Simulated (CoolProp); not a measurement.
A Linde-Hampson liquefier for oxygen: isothermal reversible compression at 200 K from 1 atm to 40 MPa, throttling to 1 atm, return gas leaving the recuperator 5 K below the feed. Each further row changes one setting.

The numbers come from the reference Helmholtz-energy equation of state, Schmidt 1985 in CoolProp.

```csv
case,liquid yield per pass,compression work (kJ/kg of gas)
as stated,0.367,275
high pressure 80 MPa,0.328,321
warm-end temperature 230 K,0.280,332
warm-end gap 10 K,0.358,275
```
